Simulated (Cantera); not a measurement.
An isothermal, constant-pressure homogeneous reactor starts with 0.426 % H2, 65.5 % O2, 34.1 % N2, equivalence ratio 0.0032, at 1373 K and 240 Pa.

Cantera simulation using GRI-Mech 3.0 (53 species, 325 reactions); the numbers are that mechanism's predictions, not measurements. Radical loss at walls, strong at low pressure, is not modelled.

x: mole fraction; the columns are a selection and need not sum to one.

```
t (s)        x H2   x O2      x OH      x NO    x HO2
--------  -------  -----  --------  --------  -------
0.000200  0.00426  0.655  6.32e-10    <1e-12  1.60e-9
0.000502  0.00426  0.655       [?]    <1e-12      [?]
0.00126   0.00426  0.655   9.19e-9    <1e-12  1.01e-8
0.00317   0.00426  0.655   3.13e-8    <1e-12  2.54e-8
0.00796   0.00426  0.655   1.55e-7    <1e-12  6.35e-8
0.0200    0.00425  0.655   3.01e-6    <1e-12  1.57e-7
0.0502    0.00192  0.653  0.000962  1.84e-11  6.57e-8
0.126     1.14e-5  0.651  0.000542  5.21e-10  3.72e-8
0.317     1.11e-5  0.651  0.000538   1.98e-9  3.70e-8
0.796     1.09e-5  0.651  0.000534   5.98e-9  3.67e-8
2.00      1.04e-5  0.651  0.000523       [?]  3.59e-8
```

### Question
Fill in the missing entries.

### Answer

- 0.000502, x OH: 2.67e-9
- 0.000502, x HO2: 4.03e-9
- 2.00, x NO: 1.62e-8
